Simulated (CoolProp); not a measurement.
Aqueous potassium formate as a coolant, at -1 °C, 1 atm.

The numbers come from the Melinder's fits for secondary coolants in CoolProp.

```tsv
mass %	freezing point (°C)	Prandtl number	conductivity (W/(m K))	density (kg/m³)	cp (kJ/(kg K))
5.7	-2.6	14.3	0.553	1037	3.979
9.3	-4.5	14.3	[?]	1060	3.835
13	-6.7	14.3	0.543	1083	3.691
16.6	-9.1	14.6	0.538	1106	3.555
20.2	-11.8	14.9	0.532	1130	3.425
23.9	-14.9	[?]	0.526	1155	3.299
27.5	-18.4	16.1	[?]	1180	3.183
31.2	-22.6	16.8	[?]	1206	3.072
34.8	-27.2	17.5	[?]	1232	2.972
```

Some entries are withheld; supply them.


- 9.3, conductivity (W/(m K)): 0.548
- 23.9, Prandtl number: 15.5
- 27.5, conductivity (W/(m K)): 0.520
- 31.2, conductivity (W/(m K)): 0.513
- 34.8, conductivity (W/(m K)): 0.505
